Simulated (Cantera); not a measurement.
A perfectly stirred reactor is fed with CO : O2 : H2O : N2 = 0.025 : 0.0049 : 0.02 : 1 (molar parts), equivalence ratio 2.6, at 1000000 Pa; it is held at 1348 K, and followed from long to short residence time.

Cantera simulation using GRI-Mech 3.0 (53 species, 325 reactions); the numbers are that mechanism's predictions, not measurements.

Q: Predict: x(CO) at τ = 2.60 s; x(O2) at τ = 2.60 s; x(H2O) at τ = 2.60 s; x(NO) at τ = 2.60 s; x(H) at τ = 2.60 s; x(CO) at τ = 32.0 ms; x(O2) at τ = 32.0 ms; x(H2O) at τ = 32.0 ms; x(NO) at τ = 32.0 ms; x(H) at τ = 32.0 ms.

A: 
- x(CO) at τ = 2.60 s: 0.00976
- x(O2) at τ = 2.60 s: 4.17e-6
- x(H2O) at τ = 2.60 s: 0.0143
- x(NO) at τ = 2.60 s: 9.93e-9
- x(H) at τ = 2.60 s: 7.67e-6
- x(CO) at τ = 32.0 ms: 0.0107
- x(O2) at τ = 32.0 ms: 4.32e-5
- x(H2O) at τ = 32.0 ms: 0.0152
- x(NO) at τ = 32.0 ms: 1.01e-7
- x(H) at τ = 32.0 ms: 6.07e-5
